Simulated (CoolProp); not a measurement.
Saturation properties of R1224YDZ (Tc = 428.7 K, pc = 3334 kPa, ω = 0.325).

The numbers come from the reference Helmholtz-energy equation of state, Akasaka 2023 in CoolProp.

```json
[
 {"T (K)": "274.4", "p (kPa)": "58.11", "liquid density (kg/m³)": "1423", "enthalpy of vaporisation (kJ/kg)": "175.8", "vapour Z": "0.9653"},
 {"T (K)": "281.5", "p (kPa)": "78.31", "liquid density (kg/m³)": "1405", "enthalpy of vaporisation (kJ/kg)": "172.5", "vapour Z": "0.9582"},
 {"T (K)": "288.6", "p (kPa)": "103.7", "liquid density (kg/m³)": "1386", "enthalpy of vaporisation (kJ/kg)": "169.2", "vapour Z": "0.9501"},
 {"T (K)": "295.6", "p (kPa)": "134.6", "liquid density (kg/m³)": "1367", "enthalpy of vaporisation (kJ/kg)": "165.8", "vapour Z": "0.9411"},
 {"T (K)": "302.7", "p (kPa)": "172.8", "liquid density (kg/m³)": "1347", "enthalpy of vaporisation (kJ/kg)": "162.2", "vapour Z": "0.9308"},
 {"T (K)": "309.8", "p (kPa)": "219.0", "liquid density (kg/m³)": "1327", "enthalpy of vaporisation (kJ/kg)": "158.6", "vapour Z": "0.9194"},
 {"T (K)": "316.8", "p (kPa)": "273.1", "liquid density (kg/m³)": "1307", "enthalpy of vaporisation (kJ/kg)": "154.9", "vapour Z": "0.9069"},
 {"T (K)": "323.9", "p (kPa)": "338.0", "liquid density (kg/m³)": "1285", "enthalpy of vaporisation (kJ/kg)": "150.9", "vapour Z": "0.8930"},
 {"T (K)": "331", "p (kPa)": "413.9", "liquid density (kg/m³)": "1263", "enthalpy of vaporisation (kJ/kg)": "146.9", "vapour Z": "0.8776"},
 {"T (K)": "338", "p (kPa)": "500.7", "liquid density (kg/m³)": "1241", "enthalpy of vaporisation (kJ/kg)": "142.7", "vapour Z": "0.8609"},
 {"T (K)": "345.1", "p (kPa)": "602.0", "liquid density (kg/m³)": "1217", "enthalpy of vaporisation (kJ/kg)": "138.2", "vapour Z": "0.8425"},
 {"T (K)": "352.2", "p (kPa)": "718.0", "liquid density (kg/m³)": "1192", "enthalpy of vaporisation (kJ/kg)": "133.4", "vapour Z": "0.8223"},
 {"T (K)": "359.3", "p (kPa)": "849.9", "liquid density (kg/m³)": "1166", "enthalpy of vaporisation (kJ/kg)": "128.4", "vapour Z": "0.8002"}
]
```

It boils at 288.0 K under 1 atm.
